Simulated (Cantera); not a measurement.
A closed system holds: 1 mol B, 2.8 mol O₂, 21 mol N₂, at 1.00 bar.

Equilibrium computed with Cantera from the NASA thermochemical tables; the gas is ideal and each condensed phase is pure. Candidate condensed phases: B, BN, B₂O₃; 17 gas species. Rates play no part.

x: gas mole fraction; n: condensed amount in mol.

```
T (°C)   x N₂    x O₂    x B₂O₃      x NO     x BO₂  x O  n B₂O₃(l)
------  -----  ------  --------  --------  --------  ---  ---------
625     0.911  0.0889    <1e-12   6.28e-6    <1e-12    ?      0.500
775     0.911  0.0889  2.99e-11   3.62e-5  6.46e-11    ?      0.500
925     0.911  0.0889   8.62e-9  0.000135   7.68e-9    ?      0.500
1075    0.911  0.0887   6.68e-7  0.000374   3.07e-7    ?      0.500
1225    0.911  0.0885   2.08e-5  0.000846   5.76e-6    ?      0.499
1375    0.910  0.0881  0.000336   0.00165   6.24e-5    ?      0.492
1525    0.906  0.0871   0.00333   0.00285  0.000448    ?      0.418
1675    0.889  0.0842    0.0201   0.00445   0.00220    ?          0
1825    0.887  0.0825    0.0193   0.00659   0.00389    ?          0
1975    0.885  0.0802    0.0180   0.00920   0.00628    ?          0
2125    0.882  0.0771    0.0164    0.0122   0.00935    ?          0
```

Q: Complete the blanks.

A: 
- 625, x O: 1.49e-12
- 775, x O: 1.89e-10
- 925, x O: 7.16e-9
- 1075, x O: 1.22e-7
- 1225, x O: 1.17e-6
- 1375, x O: 7.51e-6
- 1525, x O: 3.52e-5
- 1675, x O: 0.000129
- 1825, x O: 0.000394
- 1975, x O: 0.00103
- 2125, x O: 0.00238
